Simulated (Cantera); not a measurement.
Cantera run:

```python
import numpy as np
import cantera as ct

gas_names = [...]  # 95 gases of nasa_gas.yaml made of C, F, H
cond_names = """
    C(gr) C6H6(L) C7H8(L) C8H18(L),n-octa
""".split()


# ... load() reads the species with a 1 bar reference pressure and builds the phases ...
atoms = {
    'CH3F': {'C': 1, 'H': 3, 'F': 1},
    'H2': {'H': 2},
}
top_T = {'C(gr)': 4500}  # K; cautious upper limits of use, not melting points


# ... equilibrate(T, P, feed) seeds the gas with the atoms and calls Mixture.equilibrate('TP', solver="vcs", rtol=1e-11, max_steps=5000) ...
results = []
feed = {'CH3F': 1, 'H2': 0.27}  # mol
P = 64  # Pa
for T in [875, 1075, 1275, 1475, 1675, 1875, 2075, 2275]:
    mix = equilibrate(T, P, feed)
    results.append((T, P, feed, dict(zip(mix.species_names, mix.species_moles))))

top = {s: max(r[3][s] / sum(r[3][g] for g in gas_names) for r in results) for s in gas_names}
cols = sorted((s for s in top if top[s] > 0.001), key=lambda s: -top[s])[:6]
seen = [c for c in cond_names if any(r[3].get(c, 0) > 1e-12 for r in results)]
print("log10 of partial pressures in bar; condensed amounts in mol")
print(f"{'T/K':>10s}" + "".join(f"{s[:9]:>10s}" for s in cols + seen))
for T, P, feed, n in results:
    ng = sum(n[g] for g in gas_names)
    print(f"{T:10.4g}" + "".join(f"{np.log10(max(n[s] / ng * P / 1e5, 1e-99)):10.3f}" for s in cols)
          + "".join(f"{n.get(c, 0):10.4g}" for c in seen))
```

It prints:

```
log10 of partial pressures in bar; condensed amounts in mol
       T/K        H2        HF         H C2H2,acet     C(gr)
       875    -3.446    -3.550   -12.023   -14.070    0.9998
      1075    -3.446    -3.550    -9.556   -11.570         1
      1275    -3.446    -3.550    -7.855    -9.862         1
      1475    -3.446    -3.550    -6.610    -8.622         1
      1675    -3.448    -3.551    -5.659    -7.684    0.9999
      1875    -3.458    -3.554    -4.912    -6.957    0.9992
      2075    -3.494    -3.566    -4.322    -6.401    0.9971
      2275    -3.599    -3.599    -3.870    -6.018     0.992
```

Equilibrium computed with Cantera from the NASA thermochemical tables; the gas is ideal and each condensed phase is pure.
